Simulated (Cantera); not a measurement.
A closed system holds: 1 mol BCl3, 9.8 mol N2, 130 mol H2, at 40.0 Pa.

Cantera equilibrium calculation (NASA polynomials, part measured and part estimated; ideal gas, pure solids and liquids). Candidate condensed phases: B, BN, NH4Cl; 21 gas species. N2 is the only nitrogen source here; it is nearly inert below about 1500 K, so the nitride shown seldom forms there in practice. Kinetics and transport are ignored. All values below are at 948 K.

Base state: H2 0.913, N2 0.0661, HCl 0.0213 (mole fractions); condensed: BN(s).

Problem. What changes in the equilibrium state with this change: BCl3 replaced by B?

Solution. 
```
species     before   after
----------  ------  ------
H2           0.913   0.933
N2          0.0661  0.0668
HCl         0.0213       0
BN(s), mol    1.00    1.00
```

Problem. What changes in the equilibrium state with this change: BCl3 replaced by BF3?

Solution. 
```
species     before    after
----------  ------  -------
H2           0.913    0.921
N2          0.0661   0.0689
BF3              0  0.00573
HCl         0.0213        0
HF               0  0.00411
BN(s), mol    1.00    0.193
```
